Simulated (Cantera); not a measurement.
An isothermal, constant-pressure homogeneous reactor starts with CH4 : H2O : H2 = 1 : 4.5 : 0.23 (molar parts), at 1923 K and 1300000 Pa.

Detailed kinetics in Cantera: GRI-Mech 3.0 (53 species, 325 reactions). The pressure lies above the range GRI-Mech 3.0 was tuned for (to about 10 atm).

x: mole fraction; the columns are a selection and need not sum to one.

```
t (s)       x CH4  x H2O    x H2     x C2H      x CO
--------  -------  -----  ------  --------  --------
3.00e-6     0.170  0.784  0.0431  2.09e-10   1.22e-5
1.68e-5     0.148  0.772  0.0663         ?  0.000864
9.39e-5    0.0923  0.723   0.146         ?   0.00532
0.000525   0.0383  0.650   0.243         ?    0.0190
0.00294    0.0195  0.539   0.344         ?    0.0555
0.0164    0.00517  0.443   0.427         ?    0.0991
0.0919    2.78e-6  0.429   0.442    <1e-12     0.105
0.514     2.74e-7  0.429   0.442    <1e-12     0.105
2.88      2.74e-7  0.429   0.442    <1e-12     0.105
16.1      2.74e-7  0.429   0.442    <1e-12     0.105
90.0      2.74e-7  0.429   0.442    <1e-12     0.105
```

Problem. Some entries are withheld; supply them.

Solution. 
- 1.68e-5, x C2H: 3.31e-8
- 9.39e-5, x C2H: 2.34e-7
- 0.000525, x C2H: 3.15e-7
- 0.00294, x C2H: 1.42e-7
- 0.0164, x C2H: 7.52e-9
